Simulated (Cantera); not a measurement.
A closed system holds: 1 mol borazine, a varied amount of H2, held at 2000 K and 0.210 bar.

Points: n(H2) (mol) = 1.5, 2, 2.5, 3, 3.5, 4, 4.6, 5.1, 5.6, 6.1, 6.6, 7.1, 7.6.

Cantera's Mixture.equilibrate('TP', solver="vcs", rtol=1e-11, max_steps=5000) on the NASA tables stopped like this:

```
ERROR: FAILURE its = 5001!

*******************************************************************************
CanteraError thrown by MultiPhase::equilibrate:
VCS solver failed. Return code: -1
*******************************************************************************
```

Question: What got this run through?

Answer: This is not unique; one that fits is The failure is numerical, not chemical. The same input converged with solver="gibbs", rtol=1e-10, max_steps=50000, and the result passed a check of the equilibrium conditions:
```
log10 of partial pressures in bar; condensed amounts in mol
     n(H2)        H2         H        N2       BH2       BH3      B(b)     BN(s)
       1.5    -0.680    -3.129    -3.929    -4.010    -5.465  0.002876     2.995
         2    -0.680    -3.129    -3.929    -4.010    -5.465  0.003195     2.994
       2.5    -0.680    -3.129    -3.929    -4.010    -5.465  0.003515     2.994
         3    -0.680    -3.129    -3.929    -4.010    -5.465  0.003834     2.993
       3.5    -0.680    -3.129    -3.929    -4.010    -5.465  0.004154     2.993
         4    -0.680    -3.129    -3.929    -4.010    -5.465  0.004473     2.992
       4.6    -0.680    -3.129    -3.929    -4.010    -5.465  0.004857     2.991
       5.1    -0.680    -3.129    -3.929    -4.010    -5.465  0.005176     2.991
       5.6    -0.680    -3.129    -3.929    -4.010    -5.465  0.005496      2.99
       6.1    -0.680    -3.129    -3.929    -4.010    -5.465  0.005815      2.99
       6.6    -0.680    -3.129    -3.929    -4.010    -5.465  0.006135     2.989
       7.1    -0.680    -3.129    -3.929    -4.010    -5.465  0.006455     2.989
       7.6    -0.680    -3.129    -3.929    -4.010    -5.465  0.006774     2.988
```

The gas is ideal and each condensed phase is pure. The feed counts by its element totals alone. Mutual solubility and eutectic melting of coexisting phases are not modelled. The tables' values for BH2 are old estimates; treat these amounts as uncertain. Gases not in the tables: B2H6 and higher boranes.
